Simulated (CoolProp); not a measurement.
The fluid at 293.15 K and 3.57 MPa (gas) is heated at constant pressure to 356.2 K. The same conditions are run with several fluids, on thermodynamics alone (safety and materials aside).

The numbers come from the reference Helmholtz-energy equation of state of each fluid (nitrous oxide: Lemmon 2006; dry air: Lemmon 2000; oxygen: Schmidt 1985; ethylene: Smukala 2000; methane: Setzmann 1991) in CoolProp. Blends and air are pseudo-pure fits.

```csv
fluid,heat (kJ/kg),final density (kg/m³)
nitrous oxide,…,59.9
dry air,66.4,…
oxygen,…,…
ethylene,…,…
methane,156,19.9
```

Task: Some entries are withheld; supply them.

Result: 
- nitrous oxide, heat (kJ/kg): 75.9
- dry air, final density (kg/m³): 34.8
- oxygen, heat (kJ/kg): 61.2
- oxygen, final density (kg/m³): 38.8
- ethylene, heat (kJ/kg): 131
- ethylene, final density (kg/m³): 38.4

Above 300 K oxygen's equation is extrapolated.
